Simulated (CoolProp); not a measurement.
Aqueous propylene glycol as a coolant, at 15 °C, 1 atm.

Values from CoolProp's Melinder's fits for secondary coolants.

```csv
mass %,freezing point (°C),viscosity (mPa s),Prandtl number,cp (kJ/(kg K)),conductivity (W/(m K))
1.4,-0.3,1.21,8.68,4.172,0.583
6.9,-1.8,1.48,11.0,4.105,0.553
12.4,-3.8,1.80,13.9,4.046,0.525
17.8,-6.1,2.20,17.7,3.990,0.498
23.3,-8.9,2.73,22.8,3.929,0.471
28.8,-12.0,3.42,29.6,3.860,0.446
34.2,-15.7,4.29,38.5,3.783,0.422
39.7,-20.3,5.40,50.1,3.696,0.398
45.2,-26.0,6.74,64.6,3.600,0.376
50.7,-33.2,8.36,82.5,3.498,0.354
56.1,-42.2,10.3,104,3.394,0.334
```
